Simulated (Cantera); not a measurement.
## Thermodynamics of hydrogen reduction and annealing atmospheres, feed SiO₂ + H₂

Feed: 1 mol SiO₂, 21 mol H₂, held at 10.0 mbar.

These are equilibrium values from Cantera (NASA tables, ideal gas, pure condensed phases), not measurements of a reactor. Candidate condensed phases: H₂O, Si, SiO₂; 18 gas species. The tables hold silica as quartz up to 1696 K and as liquid above; real silica turns to tridymite and cristobalite and melts near 1996 K. The numbers say what is thermodynamically allowed, not how fast it happens.

```json
[
 {"T (°C)": "925", "x H₂": "1.000", "x SiO": "1.68e-6", "x H₂O": "1.68e-6", "x H": "1.90e-6", "n SiO₂(β-quartz)": "1.000", "n SiO₂(condensed)": "0"},
 {"T (°C)": "1075", "x H₂": "1.000", "x SiO": "3.56e-5", "x H₂O": "3.56e-5", "x H": "2.31e-5", "n SiO₂(β-quartz)": "0.999", "n SiO₂(condensed)": "0"},
 {"T (°C)": "1225", "x H₂": "0.999", "x SiO": "0.000402", "x H₂O": "0.000402", "x H": "0.000172", "n SiO₂(β-quartz)": "0.992", "n SiO₂(condensed)": "0"},
 {"T (°C)": "1375", "x H₂": "0.993", "x SiO": "0.00288", "x H₂O": "0.00288", "x H": "0.000888", "n SiO₂(β-quartz)": "0.939", "n SiO₂(condensed)": "0"},
 {"T (°C)": "1525", "x H₂": "0.968", "x SiO": "0.0143", "x H₂O": "0.0143", "x H": "0.00346", "n SiO₂(β-quartz)": "0", "n SiO₂(condensed)": "0.695"},
 {"T (°C)": "1675", "x H₂": "0.899", "x SiO": "0.0452", "x H₂O": "0.0452", "x H": "0.0107", "n SiO₂(β-quartz)": "0", "n SiO₂(condensed)": "0"},
 {"T (°C)": "1825", "x H₂": "0.882", "x SiO": "0.0448", "x H₂O": "0.0446", "x H": "0.0289", "n SiO₂(β-quartz)": "0", "n SiO₂(condensed)": "0"}
]
```
x: gas mole fraction; n: condensed amount in mol.

From 925 °C to 1375 °C the condensed part is SiO₂(β-quartz). At 1525 °C the condensed part is SiO₂(condensed). From 1675 °C to 1825 °C nothing is condensed. The main Si-bearing gas is SiO throughout.
